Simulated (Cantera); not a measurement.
**Thermodynamics of sublimation and decomposition of ceramics, feed Si₃N₄ + H₂**

Feed: 1 mol Si₃N₄, 1.6 mol H₂, held at 2123 K.

Equilibrium computed with Cantera from the NASA thermochemical tables; the gas is ideal and each condensed phase is pure. Candidate condensed phases: Si, Si₃N₄; 18 gas species. Mutual solubility and eutectic melting of coexisting phases are not modelled. The tables' values for SiN are old estimates; treat these amounts as uncertain. Gases not in the tables: Si₂H₆ and higher silanes. Kinetics and transport are ignored.

From 1.00 Pa to 32.0 Pa nothing is condensed. From 1.80 mbar to 0.320 bar the condensed part is Si(l). From 1.80 bar to 10.0 bar the condensed part is Si(l) + Si₃N₄(s). The main Si-bearing gas is Si at 1.00 Pa and SiH₂ at 10.0 bar.

```csv
P (Pa),log p H₂,log p N₂,log p Si,log p H,log p Si₂,n Si(l),n Si₃N₄(s)
1,-6.19,-5.59,-5.41,-5.54,-8.91,0,0
5.60,-5.13,-4.81,-4.64,-5.01,-7.37,0,0
32,-4.22,-4.03,-3.87,-4.55,-5.83,0,0
180,-3.18,-3.06,-3.77,-4.04,-5.63,2.59,0
1000,-2.38,-2.27,-3.77,-3.63,-5.63,2.93,0
5600,-1.61,-1.51,-3.77,-3.25,-5.63,2.99,0
32000,-0.85,-0.75,-3.77,-2.87,-5.63,3.00,0
180000,0.02,-0.13,-3.77,-2.44,-5.63,1.72,0.428
1000000,0.97,-0.13,-3.77,-1.96,-5.63,0.194,0.935
```
log p: log10 of the partial pressure in bar; n: condensed amount in mol.
